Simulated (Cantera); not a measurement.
Feed: 1 mol Ta2O5, 9.7 mol CO, 0.14 mol H2, 0.43 mol CH4, at 0.190 bar.

Method: chemical equilibrium by Gibbs-energy minimisation in Cantera with the NASA 1993 tables (ideal gas, pure condensed phases). Candidate condensed phases: C, C6H6, C7H8, C8H18, H2O, Ta, TaC, Ta2O5; 113 gas species. The numbers say what is thermodynamically allowed, not how fast it happens.

At 1225 K, list the 5 most abundant gas species with their mole fractions, and the condensed phases.

CO 0.904, H2 0.0933, CO2 0.00208, H2O 0.000315, CH4 2.17e-5. Condensed: C(graphite) + Ta2O5(s).
